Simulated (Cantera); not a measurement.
A closed system holds: 1 mol borazine, 0.35 mol O₂, 0.13 mol N₂, held at 700 °C and 10.0 Torr.

Cantera equilibrium calculation (NASA polynomials, part measured and part estimated; ideal gas, pure solids and liquids). Candidate condensed phases: B, BN, B₂O₃, B₃O₃H₃, H₂O; 39 gas species. The feed counts by its element totals alone. Kinetics and transport are ignored.

Base state: H₂ 0.891, N₂ 0.108, H₂O 0.000984 (mole fractions); condensed: BN(s) + B₂O₃(l).

Q: What changes in the equilibrium state with this change: O₂ from 0.35 to 7.7 mol?

A: 
```tsv
species	before	after
O₂	<1e-9	0.461
H₂O	0.000984	0.349
N₂	0.108	0.190
H₂	0.891	<1e-9
(HBO₂)₃	1.14e-7	0.000760
NO	<1e-9	1.68e-5
HBO₂	3.99e-6	7.51e-5
BN(s), mol	2.54	0
B₂O₃(l), mol	0.232	1.49
```
Gases not in the tables: H₃BO₃.
